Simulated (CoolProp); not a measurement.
Methane at 293.15 K and 9.84 MPa is throttled through a valve to 3.84 MPa with no heat exchange. Each further row changes one setting.

Model: reference Helmholtz-energy equation of state, Setzmann 1991, in CoolProp.

```tsv
case	temperature change (K)	final phase	final density (kg/m³)
as stated	-25.6	gas	30.7
outlet pressure 1.15 MPa	-40.7	gas	9.11
outlet pressure 4.99 MPa	-19.9	supercritical	39.9
```
